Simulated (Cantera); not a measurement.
A closed system holds: 1 mol CH3SiH3, 0.01 mol C3H8, 2.2 mol H2, held at 1.30 mbar.

Points: T (K) = 1273, 1423, 1573, 1723, 1873, 2023, 2173, 2323, 2473, 2623.

Cantera's Mixture.equilibrate('TP', solver="vcs", rtol=1e-11, max_steps=5000) on the NASA tables stopped like this:

```
ERROR: FAILURE its = 5001!

*******************************************************************************
CanteraError thrown by MultiPhase::equilibrate:
VCS solver failed. Return code: -1
*******************************************************************************
```

### Question
What got this run through?

### Answer
Several could match; the one computed here: The failure is numerical, not chemical. The same input converged with solver="gibbs", rtol=1e-10, max_steps=50000, and the result passed a check of the equilibrium conditions:
```
log10 of partial pressures in bar; condensed amounts in mol
       T/K        H2         H        Si      SiC2      Si2C     C(gr)    SiC(b)
      1273    -2.886    -7.590   -13.335   -17.093   -17.075   0.02993         1
      1423    -2.886    -6.621   -11.091   -14.151   -14.187   0.02994         1
      1573    -2.887    -5.834    -9.279   -11.778   -11.859   0.02977         1
      1723    -2.888    -5.183    -7.785    -9.826    -9.946   0.02912    0.9999
      1873    -2.894    -4.637    -6.534    -8.192    -8.346   0.02798    0.9987
      2023    -2.911    -4.177    -5.469    -6.806    -6.990    0.0351    0.9841
      2173    -2.957    -3.795    -4.554    -5.616    -5.826    0.1298    0.8505
      2323    -3.091    -3.508    -3.848    -4.674    -4.998    0.7032         0
      2473    -3.230    -3.267    -3.892    -4.512    -5.597    0.5615         0
      2623    -3.452    -3.102    -3.981    -4.421    -6.232    0.3188         0
```

The gas is ideal and each condensed phase is pure. The feed counts by its element totals alone. Gases not in the tables: Si2H6 and higher silanes.
